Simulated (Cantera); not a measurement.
Charge: 1 mol SF₆, 0.082 mol H₂, held at 227 °C and 1.00 bar.

Method: chemical equilibrium by Gibbs-energy minimisation in Cantera with the NASA 1993 tables (ideal gas, pure condensed phases). Candidate condensed phases: S; 24 gas species. The tables' values for S₂F₂ (SSF₂) are old estimates; treat these amounts as uncertain. Kinetics and transport are ignored.

Base state: SF₆ 0.837, HF 0.143, S₂F₂ (SSF₂) 0.0127, SF₄ 0.00790, H₂F₂ 2.81e-5 (mole fractions); condensed: gas only.

Task: What changes in the equilibrium state with this change: temperature from 227 °C to 2552 °C?

Result: 
| species | before | after |
|---|---|---|
| F | <1e-9 | 0.815 |
| SF₂ | 1.70e-8 | 0.0677 |
| SF | <1e-9 | 0.0523 |
| SF₆ | 0.837 | <1e-9 |
| HF | 0.143 | 0.0285 |
| S | <1e-9 | 0.0179 |
| S₂ | <1e-9 | 0.0149 |
| S₂F₂ (SSF₂) | 0.0127 | 0.00179 |
| F₂ | <1e-9 | 0.000157 |
| FS₂F (FSSF) | 2.49e-9 | 0.000158 |
| SF₃ | 4.56e-8 | 0.00196 |
| H₂F₂ | 2.81e-5 | 4.40e-9 |
| SF₄ | 0.00790 | 6.87e-5 |
The tables' values for SF₃, S₂F₂ (SSF₂), FS₂F (FSSF) are old estimates; treat these amounts as uncertain.

Task: What changes in the equilibrium state with this change: temperature from 227 °C to 2277 °C?

Result: 
```
species       before     after
-----------  -------  --------
F              <1e-9     0.771
SF₂          1.70e-8     0.154
HF             0.143    0.0326
SF₆            0.837   2.39e-8
SF             <1e-9    0.0204
SF₃          4.56e-8    0.0152
S₂F₂ (SSF₂)   0.0127   0.00184
S              <1e-9   0.00144
S₂             <1e-9  0.000717
F₂             <1e-9  0.000308
FS₂F (FSSF)  2.49e-9  0.000120
H₂F₂         2.81e-5   6.27e-9
```
The tables' values for SF₃, S₂F₂ (SSF₂), FS₂F (FSSF) are old estimates; treat these amounts as uncertain.
